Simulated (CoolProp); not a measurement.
The fluid at 397.68 K and 0.799 MPa is compressed adiabatically to 1.77 MPa with isentropic efficiency 0.9. The same conditions are run with several fluids, on thermodynamics alone (safety and materials aside).

The numbers come from the reference Helmholtz-energy equation of state of each fluid (C2F6 (R116): Lemmon 2006; isobutene: Lemmon 2005; isobutane: Bücker 2006; dimethyl ether: Wu 2011; n-perfluorobutane: Gao 2022) in CoolProp.

| fluid | work (kJ/kg) | final temperature (K) | final density (kg/m³) |
|---|---|---|---|
| C2F6 (R116) | 21.0 | 423.4 | 72.8 |
| isobutene | 47.5 | 429.3 | 33.0 |
| isobutane | 45.6 | 426.2 | 34.5 |
| dimethyl ether | 61.4 | 438.1 | 24.7 |
| n-perfluorobutane | 10.5 | 416.0 | 157 |
